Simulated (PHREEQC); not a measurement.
Make-up at 25 °C and 300 atm: 0.28 mol Na2CO3 and 0.27 mol NaCl per kg of water. Closed to the air; pH follows from the charge balance.

Model: Pitzer model, pitzer.dat, run in PHREEQC.

```csv
quantity,before,after
pH,11.32,11.00
HCO3- (mol/kgw),0.00420,0.00169
CO2 (mol/kgw),1.55e-8,2.27e-8
SI of Halite (NaCl),-2.71,-4.51
```

**Question.** Which change was made?
(A) NaCl from 0.27 to 0.054 mol/kgw
(B) diluted 10-fold with water
(C) diluted 100-fold with water
(D) NaCl from 0.27 to 0.405 mol/kgw

**Answer.** B, diluted 10-fold with water

No solid was allowed to form. In brines, pH and single-ion activities rest on the MacInnes convention. Under pressure, the constants of complexes without a molar volume in the database are unreliable.
